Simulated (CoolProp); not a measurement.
Aqueous ethanol as a coolant, at 23 °C, 1 atm.

Values from CoolProp's Melinder's fits for secondary coolants.

```tsv
mass %	freezing point (°C)	cp (kJ/(kg K))	conductivity (W/(m K))	Prandtl number	density (kg/m³)
5.6	-2.3	4.239	0.562	8.84	987.4
12.4	-5.7	?	0.516	12.8	977.7
19.3	-10.6	4.326	0.473	?	968.5
26.2	-16.5	?	0.433	22.1	?
33.1	-23.1	4.172	0.396	25.9	946.7
40	-29.5	4.046	0.362	28.7	933.1
46.8	-35.2	?	?	30.5	?
53.7	?	3.763	0.303	31.5	902.8
```

Task: Complete the blanks.

Result: 
- 12.4, cp (kJ/(kg K)): 4.312
- 19.3, Prandtl number: 17.5
- 26.2, cp (kJ/(kg K)): 4.274
- 26.2, density (kg/m³): 958.4
- 46.8, cp (kJ/(kg K)): 3.913
- 46.8, conductivity (W/(m K)): 0.332
- 46.8, density (kg/m³): 918.4
- 53.7, freezing point (°C): -40.3
